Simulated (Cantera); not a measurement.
What does this Cantera script print?

```python
import numpy as np
import cantera as ct

gas = ct.Solution("gri30.yaml")
gas.TPX = 1700, 17000, {'CH4': 1, 'CO2': 0.74}
reactor = ct.IdealGasConstPressureReactor(gas, energy="off", clone=False)
net = ct.ReactorNet([reactor])
net.rtol, net.atol = 1e-08, 1e-18
show = ['CH4', 'CO2', 'HCO', 'CH2CO', 'H']
times = np.geomspace(6e-05, 20, 10)

steps = ct.SolutionArray(gas, extra=["t"])
rows = []
print(f"{'t/s':>10s}{'T/K':>9s}{'P/Pa':>11s}" + "".join(f"{s:>11s}" for s in show))
for t in times:
    while net.time < t:
        t_next = net.step()
        steps.append(gas.state, t=t_next)
    rows.append([np.interp(t, steps.t, y) for y in (steps.T, steps.P, *steps(*show).X.T)])
    print(f"{t:10.3e}{rows[-1][0]:9.1f}{rows[-1][1]:11.4g}" + "".join(f"{x:11.3e}" for x in rows[-1][2:]))
rate = np.gradient(steps.T, steps.t)
print("integrator steps:", len(steps.t))
if steps.T.max() > steps.T[0] + 200:
    print(f"time of steepest temperature rise: {steps.t[rate.argmax()]:.4e} s")
gas.TPX = 1700, 17000, {'CH4': 1, 'CO2': 0.74}
gas.equilibrate("TP")
print(f"equilibrium (TP): T = {gas.T:.1f} K  " + "  ".join(f"{s} {gas[s].X[0]:.3e}" for s in show))
```

Output:

```
       t/s      T/K       P/Pa        CH4        CO2        HCO      CH2CO          H
 6.000e-05   1700.0    1.7e+04  5.743e-01  4.252e-01  4.456e-12  2.240e-13  7.751e-07
 2.465e-04   1700.0    1.7e+04  5.731e-01  4.250e-01  7.671e-10  1.888e-11  1.316e-06
 1.013e-03   1700.0    1.7e+04  5.623e-01  4.232e-01  4.464e-08  3.659e-09  6.611e-06
 4.160e-03   1700.0    1.7e+04  4.639e-01  3.981e-01  1.384e-07  9.356e-07  4.201e-05
 1.709e-02   1700.0    1.7e+04  2.655e-01  3.098e-01  6.248e-08  1.878e-05  9.510e-05
 7.021e-02   1700.0    1.7e+04  8.954e-02  1.459e-01  2.236e-08  7.000e-05  1.487e-04
 2.884e-01   1700.0    1.7e+04  2.258e-02  4.162e-02  1.356e-08  7.998e-05  2.215e-04
 1.185e+00   1700.0    1.7e+04  1.424e-02  2.278e-02  1.275e-08  2.593e-05  2.416e-04
 4.868e+00   1700.0    1.7e+04  6.763e-03  7.038e-03  1.406e-08  4.427e-06  2.561e-04
 2.000e+01   1700.0    1.7e+04  2.291e-03  5.138e-04  1.506e-08  3.394e-07  2.628e-04
integrator steps: 1884
equilibrium (TP): T = 1700.0 K  CH4 1.613e-03  CO2 1.414e-07  HCO 1.515e-08  CH2CO 9.923e-08  H 2.634e-04
```

Cantera simulation using GRI-Mech 3.0 (53 species, 325 reactions); the numbers are that mechanism's predictions, not measurements.
